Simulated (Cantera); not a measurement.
A perfectly stirred reactor is fed with 20.4 % NO, 79.6 % N2, at 98000 Pa; it is held at 2023 K, and followed from long to short residence time.

Model: GRI-Mech 3.0 (53 species, 325 reactions), integrated in Cantera.

**Question.** Predict: x(NO) at τ = 0.770 s; x(O2) at τ = 0.770 s; x(NO2) at τ = 0.770 s; x(N2) at τ = 0.770 s; x(O) at τ = 0.770 s; x(NO) at τ = 50.0 ms; x(O2) at τ = 50.0 ms; x(NO2) at τ = 50.0 ms; x(N2) at τ = 50.0 ms; x(O) at τ = 50.0 ms.

**Answer.** 
```json
{
 "x(NO) at τ = 0.770 s": "0.123",
 "x(O2) at τ = 0.770 s": "0.0402",
 "x(NO2) at τ = 0.770 s": "9.04e-5",
 "x(N2) at τ = 0.770 s": "0.836",
 "x(O) at τ = 0.770 s": "0.000168",
 "x(NO) at τ = 50.0 ms": "0.197",
 "x(O2) at τ = 50.0 ms": "0.00363",
 "x(NO2) at τ = 50.0 ms": "5.83e-5",
 "x(N2) at τ = 50.0 ms": "0.800",
 "x(O) at τ = 50.0 ms": "7.03e-5"
}
```
